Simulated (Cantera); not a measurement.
What does this Cantera script print?

```python
import numpy as np
import cantera as ct

gas_names = """
    B BH BH2 BH3 BN BO BO2 B2 B2O B2O2 B2O3 B3O3H3 H HBO HBO2 HNO HNO2 HNO3 HO2 H2 H2O H2O2 H3B3O6 N NH
    NH2 NH3 NH2OH NO NO2 NO3 N2 N2H2 N2H4 N2O O OH O2 O3
""".split()
cond_names = """
    B(b) B(L) BN(s) B2O3(L) B3O3H3(cr) H2O(s) H2O(L)
""".split()


# ... load() reads the species with a 1 bar reference pressure and builds the phases ...
atoms = {
    'B2O3': {'B': 2, 'O': 3},
    'H2': {'H': 2},
    'N2': {'N': 2},
}
top_T = {'BN(s)': 3200}  # K; cautious upper limits of use, not melting points


# ... equilibrate(T, P, feed) seeds the gas with the atoms and calls Mixture.equilibrate('TP', solver="vcs", rtol=1e-11, max_steps=5000) ...
results = []
T = 2125  # K
P = 23  # Pa
for m in [0.23, 0.53, 1.2, 2.8, 6.3, 14, 33]:
    feed = {'B2O3': 1, 'H2': 9.5, 'N2': m}  # mol
    mix = equilibrate(T, P, feed)
    results.append((T, P, feed, dict(zip(mix.species_names, mix.species_moles))))
    x = sorted(zip(gas.X, gas.species_names), reverse=True)
    print(f"T = {T:g} K  P = {P:g} Pa  n(N2) = {m:g} mol  gas = {mix.phase_moles(0):.4g} mol")
    print("   x: " + "  ".join(f"{s} {v:.3e}" for v, s in x if v > 1e-05))
    print("   condensed (mol): " + ("  ".join(f"{mix.phase(i).name} {mix.phase_moles(i):.4g}"
          for i in range(1, mix.n_phases) if mix.phase_moles(i) > 1e-12) or "none"))
```

It prints:

```
T = 2125 K  P = 23 Pa  n(N2) = 0.23 mol  gas = 12.3 mol
   x: H2 6.309e-01  H 1.902e-01  BO 6.207e-02  HBO2 4.590e-02  N2 1.870e-02  B2O3 1.742e-02  HBO 1.590e-02  H2O 1.522e-02  BO2 2.068e-03  B2O2 9.152e-04  OH 5.691e-04  O 1.216e-04
   condensed (mol): none
T = 2125 K  P = 23 Pa  n(N2) = 0.53 mol  gas = 12.62 mol
   x: H2 6.140e-01  H 1.876e-01  BO 6.086e-02  HBO2 4.473e-02  N2 4.201e-02  B2O3 1.688e-02  HBO 1.538e-02  H2O 1.492e-02  BO2 2.043e-03  B2O2 8.801e-04  OH 5.656e-04  O 1.225e-04
   condensed (mol): none
T = 2125 K  P = 23 Pa  n(N2) = 1.2 mol  gas = 13.32 mol
   x: H2 5.791e-01  H 1.822e-01  N2 9.008e-02  BO 5.836e-02  HBO2 4.232e-02  B2O3 1.576e-02  HBO 1.432e-02  H2O 1.430e-02  BO2 1.991e-03  B2O2 8.090e-04  OH 5.582e-04  O 1.245e-04
   condensed (mol): none
T = 2125 K  P = 23 Pa  n(N2) = 2.8 mol  gas = 15 mol
   x: H2 5.096e-01  N2 1.866e-01  H 1.709e-01  BO 5.321e-02  HBO2 3.749e-02  B2O3 1.357e-02  H2O 1.303e-02  HBO 1.225e-02  BO2 1.880e-03  B2O2 6.726e-04  OH 5.422e-04  O 1.289e-04  NO 1.331e-05
   condensed (mol): none
T = 2125 K  P = 23 Pa  n(N2) = 6.3 mol  gas = 18.66 mol
   x: H2 4.024e-01  N2 3.376e-01  H 1.519e-01  BO 4.484e-02  HBO2 2.996e-02  H2O 1.098e-02  B2O3 1.029e-02  HBO 9.173e-03  BO2 1.691e-03  OH 5.143e-04  B2O2 4.776e-04  O 1.376e-04  NO 1.910e-05
   condensed (mol): none
T = 2125 K  P = 23 Pa  n(N2) = 14 mol  gas = 26.64 mol
   x: N2 5.254e-01  H2 2.724e-01  H 1.250e-01  BO 3.375e-02  HBO2 2.068e-02  H2O 8.284e-03  B2O3 6.496e-03  HBO 5.681e-03  BO2 1.418e-03  OH 4.715e-04  B2O2 2.706e-04  O 1.533e-04  NO 2.656e-05
   condensed (mol): none
T = 2125 K  P = 23 Pa  n(N2) = 33 mol  gas = 46.16 mol
   x: N2 7.149e-01  H2 1.473e-01  H 9.188e-02  BO 2.157e-02  HBO2 1.151e-02  H2O 5.305e-03  B2O3 3.142e-03  HBO 2.669e-03  BO2 1.073e-03  OH 4.106e-04  O 1.816e-04  B2O2 1.105e-04  NO 3.669e-05
   condensed (mol): none
```

Equilibrium computed with Cantera from the NASA thermochemical tables; the gas is ideal and each condensed phase is pure.
